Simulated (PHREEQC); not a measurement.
2.4 g of hydrous ferric oxide (600 m²/g; 0.2 weak and 0.005 strong sites per Fe, Dzombak-Morel constants, diffuse double layer) in 1 kg of water with 0.005 mol/kgw of an inert sodium salt and 0.43 mmol/kgw ZnCl2, 0.12 mmol/kgw CuCl2 and 0.65 mmol/kgw CaCl2, at 25 °C; the pH is set by adding NaOH or the inert anion's acid. Oxygen is held at 0.21 atm. CO2 from the air is kept out. Precipitation was switched off in this run.

Equilibrium calculation in PHREEQC: ion-association model, wateq4f.dat.

Task: Predict Zn sorbed (%), surface charge σ (C/m²) at pH = 4, 6, 6.5, 9.

Result: 
| pH | Zn sorbed (%) | surface charge σ (C/m²) |
|---|---|---|
| 4 | 0.2 | 0.217 |
| 6 | 41.9 | 0.049 |
| 6.5 | 77.4 | 0.032 |
| 9 | 100.0 | -0.005 |

The database's constant for dissolved Cu(OH)2 is higher than later reviews accept. The oxide is taken as insoluble; below pH 4 it would dissolve.
